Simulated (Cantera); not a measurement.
Feed: 1 mol CF4, 2.4 mol H2, at 1625 K and 130 Pa.

These are equilibrium values from Cantera (NASA tables, ideal gas, pure condensed phases), not measurements of a reactor. Candidate condensed phases: C, C6H6, C7H8, C8H18; 95 gas species. Rates play no part.

Base state: HF 0.909, H2 0.0906, H 0.000589 (mole fractions); condensed: C(graphite).

What changes in the equilibrium state with this change: H2 from 2.4 to 0.74 mol?


```
species             before     after
----------------  --------  --------
HF                   0.909     0.699
CF4                  <1e-9     0.295
CF2                  <1e-9   0.00360
H2                  0.0906   3.33e-9
CF3                  <1e-9  0.000268
H                 0.000589   1.13e-7
C(graphite), mol     1.000     0.367
```
Gases not in the tables: C2F6 and larger saturated fluorocarbons.

What changes in the equilibrium state with this change: H2 from 2.4 to 0.29 mol?


| species | before | after |
|---|---|---|
| CF4 | <1e-9 | 0.590 |
| HF | 0.909 | 0.403 |
| CF2 | <1e-9 | 0.00508 |
| H2 | 0.0906 | <1e-9 |
| CF3 | <1e-9 | 0.000450 |
| H | 0.000589 | 5.47e-8 |
| C(graphite), mol | 1.000 | 0.142 |
Gases not in the tables: C2F6 and larger saturated fluorocarbons.

What changes in the equilibrium state with this change: H2 from 2.4 to 0.18 mol?


```csv
species,before,after
CF4,<1e-9,0.710
HF,0.909,0.282
CF2,<1e-9,0.00558
H2,0.0906,<1e-9
CF3,<1e-9,0.000517
H,0.000589,3.66e-8
F,3.73e-7,0.00186
"C(graphite), mol",1.000,0.0869
```
Gases not in the tables: C2F6 and larger saturated fluorocarbons.
